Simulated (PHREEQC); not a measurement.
0.23 g of hydrous ferric oxide (600 m²/g; 0.2 weak and 0.005 strong sites per Fe, Dzombak-Morel constants, diffuse double layer) in 1 kg of water with 0.005 mol/kgw of an inert sodium salt and 5.8e-05 mol/kgw SrCl2, at 25 °C; the pH is set by adding NaOH or the inert anion's acid. O2 is buffered at 0.21 atm. CO2 from the air is kept out. No solid was allowed to form.

The series has 17 steps of pH, from 4 to 12.

Model: ion-association model, wateq4f.dat, run in PHREEQC.

Q: Near which pH is half of the Sr sorbed, and on which side is more sorbed?

A: Near pH 9.1, with more sorbed at higher pH.
